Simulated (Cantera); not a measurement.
Input (Python, Cantera) and output of one run.

```python
import numpy as np
import cantera as ct

gas_names = """
    F F2 H HF H2 H2F2 H3F3 H4F4 H5F5 H6F6 H7F7 N NF NF2 NF3 NH NH2 NH3 N2 N2H2 N2H4 Si SiF SiF2 SiF3
    SiF4 SiH SiHF3 SiH2 SiH2F2 SiH3 SiH3F SiH4 SiN Si2 Si2N Si3
""".split()
cond_names = """
    Si(cr) Si(L) Si3N4(a)
""".split()


# ... load() reads the species with a 1 bar reference pressure and builds the phases ...
atoms = {
    'SiF4': {'Si': 1, 'F': 4},
    'NH3': {'N': 1, 'H': 3},
    'N2': {'N': 2},
}
top_T = {'Si3N4(a)': 2400}  # K; cautious upper limits of use, not melting points


# ... equilibrate(T, P, feed) seeds the gas with the atoms and calls Mixture.equilibrate('TP', solver="vcs", rtol=1e-11, max_steps=5000) ...
results = []
feed = {'SiF4': 1, 'NH3': 37, 'N2': 84}  # mol
T = 925  # K
P = 54  # Pa
mix = equilibrate(T, P, feed)
results.append((T, P, feed, dict(zip(mix.species_names, mix.species_moles))))
print(gas.report(threshold=0.001))
for i in range(1, mix.n_phases):
    print(f"{mix.phase(i).name:16s} {mix.phase_moles(i):12.5e} mol")
```

Output:

```
       temperature   925 K
          pressure   54 Pa
           density   0.00013632 kg/m^3
  mean mol. weight   19.415 kg/kmol
   phase of matter   gas

                          1 kg             1 kmol
                     ---------------   ---------------
          enthalpy        4.5995e+05        8.9299e+06  J
   internal energy             63818         1.239e+06  J
           entropy             14078        2.7332e+05  J/K
    Gibbs function       -1.2562e+07       -2.4389e+08  J
 heat capacity c_p            1644.7             31931  J/K
 heat capacity c_v            1216.4             23617  J/K

                      mass frac. Y      mole frac. X     chem. pot. / RT
                     ---------------   ---------------   ---------------
                H2          0.036234           0.34895           -25.892
                N2           0.93011           0.64461           -32.628
              SiF4          0.033417         0.0062337           -261.29
     [  +34 minor]        0.00023826        0.00020789

Si(cr)            0.00000e+00 mol
Si3N4(a)          2.56554e-03 mol
```

Method: chemical equilibrium by Gibbs-energy minimisation in Cantera with the NASA 1993 tables (ideal gas, pure condensed phases).
